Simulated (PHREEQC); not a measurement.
Make-up at 25 °C: 30 mmol/kgw NaBF4. Closed to the air; pH follows from the charge balance.

All values are PHREEQC results (ion-association model, wateq4f.dat), not measurements.

```
quantity                   before    after
------------------------  -------  -------
pH                           2.85     4.55
ionic strength (mol/kgw)   0.0316   0.0593
HF (mol/kgw)              0.00499  0.00113
F- (mol/kgw)              0.00281   0.0338
BF3OH- (mol/kgw)          0.00192  0.00471
```

### Question
Name the change that produced these shifts.
A. NaBF4 from 0.03 to 0.06 mol/kgw
B. NaBF4 from 0.03 to 0.003 mol/kgw
C. NaBF4 from 0.03 to 0.006 mol/kgw
D. 0.025 mol/kgw NH4HCO3 added
E. 0.015 mol/kgw Na2CO3 added

### Answer
E, 0.015 mol/kgw Na2CO3 added

No solid was allowed to form. Real BF4- forms and hydrolyses slowly; the run takes it at equilibrium.
